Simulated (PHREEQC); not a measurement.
Consider water at 65 °C with 0.56 mol H2SO4 and 0.051 mol Li2SO4 per kg of water. Closed to the air; pH follows from the charge balance.

All values are PHREEQC results (ion-association model, phreeqc.dat), not measurements.

This is a speciation only: nothing precipitates in the calculation.

### Question
What pH, activity of water, density does the model give?

### Answer
pH 0.40; activity of water 0.979; density 1.015 g/cm³.

### Question
In which forms is S present?

### Answer
HSO4- 96 %, SO4-2 4.1 % of the S.

Complexes and solids missing from the database can't appear. Away from 25 °C the constants follow the database's enthalpies or fits; those with neither stay at their 25 °C values.
